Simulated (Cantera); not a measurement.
A closed system holds: 1 mol Zr, 3.6 mol O2, 99 mol H2, at 0.310 bar.

Cantera equilibrium calculation (NASA polynomials, part measured and part estimated; ideal gas, pure solids and liquids). Candidate condensed phases: H2O, Zr, ZrO2; 12 gas species. The numbers say what is thermodynamically allowed, not how fast it happens.

x: gas mole fraction; n: condensed amount in mol.

```csv
T (K),x H2,x H,x H2O,x OH,n ZrO2(tetragonal),n ZrO2(s)
1550,0.947,5.51e-5,0.0525,1.03e-7,1.00,0
1700,0.947,0.000258,0.0525,7.38e-7,1.00,0
1850,0.947,?,0.0525,?,1.00,0
2000,0.945,0.00284,0.0524,1.57e-5,1.00,0
2150,0.940,0.00735,0.0523,5.27e-5,1.00,0
2300,0.931,0.0168,0.0519,0.000151,1.000,0
2450,0.914,0.0345,0.0512,0.000378,1.000,0
2600,0.884,?,0.0499,?,0.999,0
2750,0.838,0.112,0.0477,0.00172,0,0.996
```

Problem. Fill in the missing entries.

Solution. 
- 1850, x H: 0.000941
- 1850, x OH: 3.86e-6
- 2600, x H: 0.0648
- 2600, x OH: 0.000847
